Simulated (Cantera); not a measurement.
An isothermal, constant-pressure homogeneous reactor starts with C3H8 : H2 = 1 : 8.2 (molar parts), at 1550 K and 0.0132 atm. Integrator tolerance rtol = 1e-08.

Detailed kinetics in Cantera: GRI-Mech 3.0 (53 species, 325 reactions). GRI-Mech 3.0 was tuned for natural gas; its chemistry of propane as a main component is partial and can be far from experiment. GRI-Mech 3.0 stops at C3 and has no aromatics, soot or wall deposition, so with more carbon than oxygen in the feed, carbon stays in small species such as C2H2 where larger ones or solid carbon would form. Radical loss at walls, strong at low pressure, is not modelled.

```tsv
quantity	before	after
x(C3H8) at 3.00 s	7.98e-10 (gas-phase equilibrium <1e-12)	2.51e-11 (gas-phase equilibrium <1e-12)
x(H2) at 3.00 s	0.837 (gas-phase equilibrium 0.876)	0.963 (gas-phase equilibrium 0.972)
x(CH3) at 3.00 s	0.000278 (gas-phase equilibrium 1.14e-5)	9.17e-5 (gas-phase equilibrium 5.93e-6)
x(C2H4) at 3.00 s	0.000361 (gas-phase equilibrium 0.000247)	5.64e-5 (gas-phase equilibrium 6.01e-5)
x(C2H6) at 3.00 s	6.23e-6 (gas-phase equilibrium 1.72e-8)	6.02e-7 (gas-phase equilibrium 4.65e-9)
x(C2H2) at 3.00 s	0.0984 (gas-phase equilibrium 0.122)	0.0185 (gas-phase equilibrium 0.0267)
x(CH4) at 3.00 s	0.0639 (gas-phase equilibrium 0.00192)	0.0184 (gas-phase equilibrium 0.00105)
```

Q: Which change was made?
A. H2 8.2 to 51 parts
B. C3H8 1 to 0.52 parts
C. pressure from 0.0132 atm to 0.132 atm
D. temperature 1550 to 1450 K

A: A, H2 8.2 to 51 parts
